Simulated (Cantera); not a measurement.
**Catalytic combustion on Pt**

An isothermal plug-flow reactor at 1200 K and 0.345 atm (inlet), inlet velocity 3.1 m/s, active area per volume 520 1/m; feed 0.337 % CH4, 7.90 % O2, 91.8 % N2.

Computed with Cantera and Deutschmann's 1995 Pt surface mechanism with GRI-Mech 3.0 gas chemistry. Catalytic surfaces can have several steady states; this one follows from the mechanism file's or the stated starting coverage. Mass transfer to the wall is taken as infinitely fast.

```json
[
 {"z (m)": "3.5e-05", "x CH4": "0.00336", "x O2": "0.0790", "x H2O": "2.68e-5", "x CO2": "1.12e-5", "x CO": "2.19e-6", "θ free Pt": "0.512", "θ O*": "0.488"},
 {"z (m)": "7.6e-05", "x CH4": "0.00334", "x O2": "0.0789", "x H2O": "5.80e-5", "x CO2": "2.54e-5", "x CO": "3.68e-6", "θ free Pt": "0.512", "θ O*": "0.487"},
 {"z (m)": "0.00016", "x CH4": "0.00331", "x O2": "0.0789", "x H2O": "0.000122", "x CO2": "5.59e-5", "x CO": "4.95e-6", "θ free Pt": "0.512", "θ O*": "0.487"},
 {"z (m)": "0.00035", "x CH4": "0.00324", "x O2": "0.0787", "x H2O": "0.000264", "x CO2": "0.000126", "x CO": "5.36e-6", "θ free Pt": "0.513", "θ O*": "0.487"},
 {"z (m)": "0.00076", "x CH4": "0.00309", "x O2": "0.0784", "x H2O": "0.000560", "x CO2": "0.000274", "x CO": "5.15e-6", "θ free Pt": "0.513", "θ O*": "0.487"},
 {"z (m)": "0.0016", "x CH4": "0.00280", "x O2": "0.0779", "x H2O": "0.00113", "x CO2": "0.000557", "x CO": "4.69e-6", "θ free Pt": "0.513", "θ O*": "0.487"},
 {"z (m)": "0.0035", "x CH4": "0.00225", "x O2": "0.0768", "x H2O": "0.00222", "x CO2": "0.00111", "x CO": "3.77e-6", "θ free Pt": "0.514", "θ O*": "0.486"}
]
```
x: gas mole fraction; θ: surface coverage.
